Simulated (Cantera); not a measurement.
Feed: 1 mol FeS, 0.3 mol H₂, 5.4 mol N₂, at 2930 Torr.

Equilibrium computed with Cantera from the NASA thermochemical tables; the gas is ideal and each condensed phase is pure. Candidate condensed phases: Fe, FeS, FeS₂, S; 16 gas species. Metal and sulfide melt together well below either melting point, which pure phases cannot show. Mutual solubility and eutectic melting of coexisting phases are not modelled. FeS: taken at fixed stoichiometry. Equilibrium is a limit: real reactors are often held back by kinetics, nucleation or transport.

log p: log10 of the partial pressure in bar; n: condensed amount in mol.

| T (K) | log p N₂ | log p H₂ | log p H₂S | log p NH₃ | log p SH | log p S₂ | log p H | n Fe(α) | n FeS(s) | n Fe(γ) | n FeS(l) |
|---|---|---|---|---|---|---|---|---|---|---|---|
| 1073 | 0.57 | -0.69 | -3.41 | -4.18 | -7.70 | -9.07 | -8.20 | 0.000567 | 0.999 | 0 | 0 |
| 1123 | 0.57 | -0.69 | … | … | … | … | … | … | 0.999 | 0 | 0 |
| 1173 | 0.57 | -0.69 | -3.13 | -4.41 | -6.74 | -7.76 | -7.27 | 0.00108 | 0.999 | 0 | 0 |
| 1223 | 0.57 | -0.69 | -3.01 | -4.52 | -6.31 | -7.19 | -6.87 | 0 | 0.999 | 0.00143 | 0 |
| 1273 | 0.57 | -0.69 | -2.90 | -4.61 | -5.93 | -6.66 | -6.49 | 0 | 0.998 | 0.00186 | 0 |
| 1323 | 0.57 | -0.69 | … | … | … | … | … | 0 | 0.998 | … | 0 |
| 1373 | 0.57 | -0.69 | -2.70 | -4.78 | -5.24 | -5.72 | -5.82 | 0 | 0.997 | 0.00293 | 0 |
| 1423 | 0.57 | -0.69 | -2.61 | -4.86 | -4.93 | -5.30 | -5.52 | 0 | 0.996 | 0.00359 | 0 |
| 1473 | 0.57 | -0.69 | -2.54 | -4.93 | -4.65 | -4.93 | -5.24 | 0 | 0 | 0.00426 | 0.996 |
| 1523 | 0.57 | -0.69 | -2.51 | -5.00 | -4.42 | -4.65 | -4.98 | 0 | 0 | 0.00469 | 0.995 |

Problem. Some entries are withheld; supply them.

Solution. 
- 1323, log p H₂S: -2.79
- 1323, log p NH₃: -4.70
- 1323, log p SH: -5.57
- 1323, log p S₂: -6.17
- 1323, log p H: -6.15
- 1323, n Fe(γ): 0.00236
- 1123, log p H₂S: -3.26
- 1123, log p NH₃: -4.30
- 1123, log p SH: -7.20
- 1123, log p S₂: -8.39
- 1123, log p H: -7.72
- 1123, n Fe(α): 0.000795
